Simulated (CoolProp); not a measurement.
Octamethyltrisiloxane (MDM) along the isobar 101 kPa: fugacity coefficient from the reference equation and from simpler models built on Tc = 292.2 °C, pc = 1438 kPa, ω = 0.528; each cubic takes its own stable root.

The numbers come from the reference Helmholtz-energy equation of state, Thol 2017 in CoolProp.

```
T (°C)  phase  reference  van der Waals  Redlich-Kwong  Soave-Redlich-Kwong  Peng-Robinson
------  -----  ---------  -------------  -------------  -------------------  -------------
196.65    gas     0.9527         0.9677         0.9598               0.9538         0.9508
203.65    gas     0.9553         0.9688         0.9614               0.9560         0.9531
210.65    gas     0.9577         0.9698         0.9629               0.9582         0.9552
217.65    gas     0.9600         0.9708         0.9644               0.9602         0.9573
224.65    gas     0.9620         0.9718         0.9658               0.9621         0.9592
231.75    gas     0.9640         0.9727         0.9671               0.9639         0.9610
238.75    gas     0.9659         0.9736         0.9684               0.9656         0.9628
245.75    gas     0.9676         0.9744         0.9696               0.9672         0.9644
252.75    gas     0.9692         0.9752         0.9707               0.9688         0.9660
259.75    gas     0.9707         0.9760         0.9718               0.9703         0.9675
266.75    gas     0.9721         0.9767         0.9728               0.9716         0.9689
273.75    gas     0.9735         0.9774         0.9738               0.9730         0.9703
280.85    gas     0.9748         0.9781         0.9747               0.9742         0.9716
287.85    gas     0.9760         0.9788         0.9756               0.9754         0.9728
294.85    gas     0.9771         0.9794         0.9765               0.9766         0.9740
301.85    gas     0.9781         0.9800         0.9773               0.9777         0.9751
```
